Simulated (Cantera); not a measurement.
**Thermodynamics of silicon epitaxy and polysilicon growth, feed SiH2Cl2 + Cl2 + N2**

A closed system holds: 1 mol SiH2Cl2, 0.77 mol Cl2, 14 mol N2, held at 555 Torr.

Equilibrium computed with Cantera from the NASA thermochemical tables; the gas is ideal and each condensed phase is pure. Candidate condensed phases: NH4Cl, Si, Si3N4; 28 gas species. N2 is the only nitrogen source here; it is nearly inert below about 1500 K, so the nitride shown seldom forms there in practice. The tables' values for SiCl3 are old estimates; treat these amounts as uncertain. The numbers say what is thermodynamically allowed, not how fast it happens.

From 825 K to 1725 K the condensed part is Si3N4(s). The main Si-bearing gas is SiCl4 at 825 K and SiCl2 at 1725 K.

| T (K) | log p N2 | log p HCl | log p SiCl4 | log p SiCl2 | log p H2 | log p SiCl3 | log p SiHCl3 | n Si3N4(s) |
|---|---|---|---|---|---|---|---|---|
| 825 | -0.19 | -1.25 | -1.57 | -10.55 | -1.73 | -7.03 | -4.95 | 0.138 |
| 900 | -0.20 | -1.23 | -1.58 | -9.06 | -1.77 | -6.16 | -4.66 | 0.144 |
| 975 | -0.20 | -1.21 | -1.59 | -7.81 | -1.80 | -5.42 | -4.42 | 0.148 |
| 1050 | -0.20 | -1.20 | -1.60 | -6.73 | -1.83 | -4.79 | -4.22 | 0.152 |
| 1125 | -0.20 | -1.19 | -1.61 | -5.81 | -1.86 | -4.25 | -4.04 | 0.155 |
| 1200 | -0.20 | -1.18 | -1.62 | -5.00 | -1.88 | -3.78 | -3.89 | 0.157 |
| 1275 | -0.20 | -1.17 | -1.63 | -4.29 | -1.90 | -3.36 | -3.75 | 0.159 |
| 1350 | -0.20 | -1.16 | -1.64 | -3.66 | -1.92 | -3.00 | -3.64 | 0.159 |
| 1425 | -0.20 | -1.16 | -1.67 | -3.11 | -1.93 | -2.68 | -3.55 | 0.156 |
| 1500 | -0.20 | -1.16 | -1.71 | -2.63 | -1.94 | -2.42 | -3.48 | 0.147 |
| 1575 | -0.20 | -1.17 | -1.80 | -2.21 | -1.93 | -2.22 | -3.44 | 0.128 |
| 1650 | -0.20 | -1.18 | -1.96 | -1.88 | -1.91 | -2.09 | -3.46 | 0.0952 |
| 1725 | -0.20 | -1.21 | -2.22 | -1.63 | -1.85 | -2.06 | -3.55 | 0.0498 |
log p: log10 of the partial pressure in bar; n: condensed amount in mol.
